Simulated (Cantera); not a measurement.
**Ignition delay**

Mixture: 4.17 % CH₄, 1.88 % CO, 19.7 % O₂, 74.2 % N₂, equivalence ratio 0.47, at 750 Torr, adiabatic and at constant volume. Ignition delay is the time to a rise of 400 K.

Model: GRI-Mech 3.0 (53 species, 325 reactions), integrated in Cantera.

```
T0 (K)  delay (ms)
------  ----------
1025           571
1125          99.0
1225          21.2
1325          5.49
1425          1.75
1525         0.680
```

* **apparent activation energy between 1325 and 1525 K**: 180 kJ/mol
